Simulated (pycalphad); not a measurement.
Phase fractions of Al-1.09Si-15.35Mn (at.%)

All values are pycalphad results on the COST 507 light-alloy database (1999) (1 atm), not direct measurements. The database dates from 1999; later assessments differ in places, in temperatures and in the compounds included. Phase fractions are per mole of atoms. Diffusion is slow at the low end, where real alloys seldom reach equilibrium.

```
T (K)  liquid  AL4MN  ALMNSI_BETA  AL6MN  ALMNSI_ALPHA
-----  ------  -----  -----------  -----  ------------
1250    1.000      -            -      -             -
1175    0.602  0.310        0.088      -             -
1100    0.377  0.450        0.173      -             -
1025    0.318  0.471        0.210      -             -
950     0.065      -        0.216  0.719             -
875         -      -        0.081  0.806         0.113
800         -      -        0.065  0.776         0.159
725         -      -        0.052  0.752         0.196
650         -      -        0.048  0.745         0.207
575         -      -        0.047  0.744         0.209
500         -      -        0.047  0.744         0.209
```

Database names, with the compositions (at.%) that they take in these runs: AL4MN: Al 80 Mn 20; ALMNSI_BETA: Al 72 Mn 23 Si 4; AL6MN: Al 86 Mn 14; ALMNSI_ALPHA: Al 76-78 Mn 17 Si 4-6.
